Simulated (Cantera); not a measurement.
Gas mixture: CO = 0.66 (molar parts), at 100000 Pa, frozen composition.

Cantera's kinetic-theory transport with the Lennard-Jones parameters of GRI-Mech 3.0, ideal gas; thermal conductivity in the mixture-averaged form.

D: mixture-averaged diffusion coefficient of that species in the mixture.

```csv
T (K),ρ (kg/m³),cp (J/kg/K),μ (µPa s),λ (mW/m/K),Pr,D (cm²/s) H₂O,D (cm²/s) CH₃,D (cm²/s) NH₃
400,0.842,1049,22.0,31.7,0.726,0.396,0.377,…
550,0.613,1074,27.4,41.1,0.717,0.719,0.653,…
700,0.481,1112,32.3,50.2,0.714,1.11,0.985,…
850,0.396,1152,36.7,59.1,0.715,1.57,1.37,…
1000,0.337,1184,40.8,67.5,0.715,2.09,1.80,…
1150,0.293,1211,44.7,75.7,0.715,2.66,2.27,…
```

Problem. Some entries are withheld; supply them.

Solution. 
- 400, D (cm²/s) NH₃: 0.383
- 550, D (cm²/s) NH₃: 0.688
- 700, D (cm²/s) NH₃: 1.06
- 850, D (cm²/s) NH₃: 1.49
- 1000, D (cm²/s) NH₃: 1.97
- 1150, D (cm²/s) NH₃: 2.51
